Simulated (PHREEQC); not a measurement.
A PHREEQC input (ion-association model, wateq4f.dat):

```
SOLUTION 1
  temp 25
  units mgL
  pH 7.31
  pe 10.1
  Na 74.1
  K 171
  Ca 117
  Mg 41.6
  Cl 28.7
  S(6) 345 as SO4
  Alkalinity 497 as HCO3
  Si 0.101 as SiO2
  B 0.25
  O(0) 0.155
  Ni 1.74
END
USE solution 1
EQUILIBRIUM_PHASES 1
  Chalcedony 0 0
  Quartz 0 0.5
  CO2(g) -2 10
END
```

It stops with these messages:

```
ERROR: Calculations terminating due to input errors.
```

The fault: a unit that the program doesn't know. The line should read `units mg/L` where the input has `units mgL`. With the mend the run ends at pH 7.65 and ionic strength 0.0211 mol/kgw.
